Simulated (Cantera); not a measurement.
An adiabatic, constant-volume homogeneous reactor starts with CH4 : H2 : O2 : N2 : CO2 = 1 : 0.35 : 1.98 : 7.43 : 1.7 (molar parts), at 1525 K and 0.908 atm.

Cantera simulation using GRI-Mech 3.0 (53 species, 325 reactions); the numbers are that mechanism's predictions, not measurements.

Question: Predict: time of steepest temperature rise; temperature at 0.600 s; equilibrium temperature; x(H2) at 0.600 s; x(O2) at 0.600 s; x(O) at 0.600 s.

Answer: 
- time of steepest temperature rise: 0.377 ms
- temperature at 0.600 s: 2702 K
- equilibrium temperature: 2702 K
- x(H2) at 0.600 s: 0.0129 (gas-phase equilibrium 0.0129)
- x(O2) at 0.600 s: 0.0195 (gas-phase equilibrium 0.0195)
- x(O) at 0.600 s: 0.00393 (gas-phase equilibrium 0.00393)
